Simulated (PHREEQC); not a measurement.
A solution holds 0.038 mol HF, 0.0042 mol NaF and 0.00011 mol H2SiF6 per kg of water, at 40 °C. Closed to the air; pH follows from the charge balance.

All values are PHREEQC results (ion-association model, phreeqc.dat), not measurements.

This is a speciation only: nothing precipitates in the calculation.

Order these F species by the share of F that they hold, largest first: HF2-, HF, SiF6-2, F-.

HF (79 %), F- (15 %), HF2- (4.2 %), SiF6-2 (1.5 %)

The pH is 2.52 and the ionic strength 0.00756 mol/kgw. At this temperature some constants are extrapolated from 25 °C, and those without enthalpy data are left unchanged. SiF6-2 is the database's only silicon fluoride.
